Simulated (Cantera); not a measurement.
A closed system holds: 1 mol B₂O₃, 84 mol H₂, 9.7 mol N₂, at 0.0825 Torr.

Equilibrium computed with Cantera from the NASA thermochemical tables; the gas is ideal and each condensed phase is pure. Candidate condensed phases: B, BN, B₂O₃, B₃O₃H₃, H₂O; 39 gas species. Kinetics and transport are ignored.

x: gas mole fraction; nothing condenses.

```json
[
 {"T (K)": "1773", "x H₂": "0.853", "x H": "0.0251", "x N₂": "0.101", "x BO": "0.00362"},
 {"T (K)": "1823", "x H₂": "0.840", "x H": "0.0379", "x N₂": "0.100", "x BO": "0.00490"},
 {"T (K)": "1873", "x H₂": "0.823", "x H": "?", "x N₂": "0.0992", "x BO": "?"},
 {"T (K)": "1923", "x H₂": "0.799", "x H": "0.0803", "x N₂": "0.0979", "x BO": "0.00788"},
 {"T (K)": "1973", "x H₂": "0.767", "x H": "0.113", "x N₂": "0.0962", "x BO": "0.00939"},
 {"T (K)": "2023", "x H₂": "0.728", "x H": "0.154", "x N₂": "0.0940", "x BO": "0.0108"},
 {"T (K)": "2073", "x H₂": "0.678", "x H": "0.206", "x N₂": "0.0912", "x BO": "0.0119"},
 {"T (K)": "2123", "x H₂": "0.619", "x H": "0.269", "x N₂": "0.0880", "x BO": "0.0128"},
 {"T (K)": "2173", "x H₂": "0.551", "x H": "0.341", "x N₂": "0.0842", "x BO": "0.0134"},
 {"T (K)": "2223", "x H₂": "0.476", "x H": "0.421", "x N₂": "0.0801", "x BO": "0.0136"},
 {"T (K)": "2273", "x H₂": "?", "x H": "?", "x N₂": "0.0757", "x BO": "0.0135"},
 {"T (K)": "2323", "x H₂": "0.320", "x H": "0.587", "x N₂": "0.0714", "x BO": "0.0133"},
 {"T (K)": "2373", "x H₂": "0.248", "x H": "0.664", "x N₂": "0.0674", "x BO": "0.0130"},
 {"T (K)": "2423", "x H₂": "0.186", "x H": "0.730", "x N₂": "0.0640", "x BO": "0.0126"}
]
```

### Question
Fill in the missing entries.

### Answer

- 2273, x H₂: 0.397
- 2273, x H: 0.505
- 1873, x H: 0.0558
- 1873, x BO: 0.00635
